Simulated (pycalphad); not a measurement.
Phase fractions of Si-93.96Cu (wt.%)

CALPHAD calculation (pycalphad, COST 507 light-alloy database (1999)), 1 atm. The data set is of 1999 and partly superseded. Amounts are mole fractions of atoms. Diffusion is slow at the low end, where real alloys seldom reach equilibrium.

| T (K) | LIQUID | FCC_A1 | HCP_A3 | BCC_A2 | CU33SI7_DELTA | CU56SI11_GAMMA | CU19SI6_ETA |
|---|---|---|---|---|---|---|---|
| 1200 | 1.000 | - | - | - | - | - | - |
| 1100 | - | - | 0.768 | 0.232 | - | - | - |
| 1000 | - | - | 0.860 | - | - | 0.140 | - |
| 900 | - | - | 0.717 | - | - | 0.283 | - |
| 800 | - | 0.499 | - | - | - | 0.501 | - |
| 700 | - | 0.424 | - | - | - | 0.576 | - |
| 600 | - | 0.633 | - | - | - | - | 0.367 |
| 500 | - | 0.584 | - | - | - | - | 0.416 |

Database names, with the compositions (at.%) that they take in these runs: CU33SI7_DELTA: Cu 82 Si 18; CU56SI11_GAMMA: Cu 84 Si 16; CU19SI6_ETA: Cu 76 Si 24. FCC_A1 is fcc; BCC_A2 is bcc; HCP_A3 is hcp. The hcp model here describes the intermediate κ phase of Cu-Si.
